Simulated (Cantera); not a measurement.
Feed: 1 mol Pb, 5.6 mol CO, 0.35 mol N2, at 975 K and 0.100 bar.

Cantera equilibrium calculation (NASA polynomials, part measured and part estimated; ideal gas, pure solids and liquids). Candidate condensed phases: C, Pb, PbO, PbO2, Pb3O4; 27 gas species. The numbers say what is thermodynamically allowed, not how fast it happens.

Base state: CO 0.865, CO2 0.0719, N2 0.0630, Pb 9.17e-5 (mole fractions); condensed: C(graphite) + Pb(l).

What changes in the equilibrium state with this change: pressure from 0.100 bar to 45.0 Pa?


```
species            before     after
----------------  -------  --------
CO                  0.865     0.922
N2                 0.0630    0.0576
Pb                9.17e-5    0.0204
CO2                0.0719  0.000367
C(graphite), mol    0.399   0.00223
Pb(l), mol          0.999     0.876
```

What changes in the equilibrium state with this change: pressure from 0.100 bar to 1.30 bar?


```
species            before    after
----------------  -------  -------
CO                  0.865    0.546
CO2                0.0719    0.373
N2                 0.0630   0.0808
Pb                9.17e-5  7.05e-6
C(graphite), mol    0.399     1.62
Pb(l), mol          0.999    1.000
```
